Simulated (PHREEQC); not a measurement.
A made-up water analysis in mg/kgw, 25 °C, pH 6.51, pe 12.6:

```tsv
constituent	mg/kgw
Na	4710
K	1.3
Ca	474
Mg	336
Cl	7400
S(6) as SO4	2790
Alkalinity as HCO3	0.000787
B	1.57
```

Valence states are taken as typed.

Computed with PHREEQC (ion-association model, phreeqc.dat).

Problem. The ionic strength comes out as 0.284 mol/kgw. What activity coefficients do Mg+2, Na+, NaSO4-, K+, Cl- get?

Solution. Mg+2 0.32, Na+ 0.73, NaSO4- 0.72, K+ 0.69, Cl- 0.69.

No solid was allowed to form.
